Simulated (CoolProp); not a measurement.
Vapour-liquid equilibrium of methane (1) + ethylene (2) at 154.7 K; x and y are mole fractions of (1).

Values from CoolProp's multi-fluid Helmholtz-energy mixture model, Setzmann 1991 and Smukala 2000; pair parameters Bell 2016.

```csv
x,bubble pressure (MPa),y at the bubble point,dew pressure at overall composition x (MPa),liquid density (mol/L)
0.05,0.1205,0.684,0.04094,21.09
0.15,0.2759,0.869,0.04572,21.33
0.25,0.4180,0.918,0.05175,21.55
0.35,0.5459,0.941,0.05960,21.74
0.45,0.6612,0.955,0.07025,21.91
0.55,0.7672,0.965,0.08552,22.05
0.65,0.8683,0.973,0.1092,22.13
0.75,0.9702,0.980,0.1511,22.15
0.85,1.080,0.987,0.2443,22.08
0.95,1.206,0.995,0.6130,21.87
```

No azeotrope shows between x = 0.05 and 0.95.

Pair parameters are fitted to limited data, so mixtures are less certain than the pure fluids. The gap from Raoult's law changes sign with composition, which may be real or a fault of the pair parameters; it wasn't checked against measurements.
